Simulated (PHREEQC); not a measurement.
1 kg of water holding 0.071 mol NaOH meets 20 L of dry gas (H2 0.62, N2 0.38 by moles) at fixed total pressure, at 25 °C; fugacities by Peng-Robinson. The gases take part in no redox reaction, some water evaporates into the gas, and hydrates or a liquid gas phase aren't modelled. No solid was allowed to form.

Equilibrium calculation in PHREEQC: ion-association model, phreeqc.dat.

```tsv
P (atm)	dissolved H2 (mol/kgw)	φ of H2	p of H2 (atm)	dissolved N2 (mol/kgw)	φ of N2	p of N2 (atm)
2	0.000951	1.001	1.22	0.000490	0.999	0.748
5	0.00239	1.002	3.08	0.00123	0.998	1.89
10	0.00478	1.003	6.18	0.00245	0.997	3.79
20	0.00950	1.006	12.4	0.00484	0.994	7.59
30	0.0141	1.010	18.6	0.00716	0.991	11.4
40	0.0187	1.013	24.8	0.00941	0.989	15.2
50	0.0232	1.016	31.0	0.0116	0.987	19.0
75	0.0341	1.025	46.5	0.0168	0.984	28.5
100	0.0445	1.034	62.0	0.0218	0.982	38.0
150	0.0642	1.055	93.0	0.0308	0.983	57.0
200	0.0825	1.077	124	0.0389	0.990	76.0
300	0.115	1.125	186	0.0532	1.018	114
400	0.143	1.180	248	0.0657	1.061	152
```

Complexes and solids missing from the database can't appear.
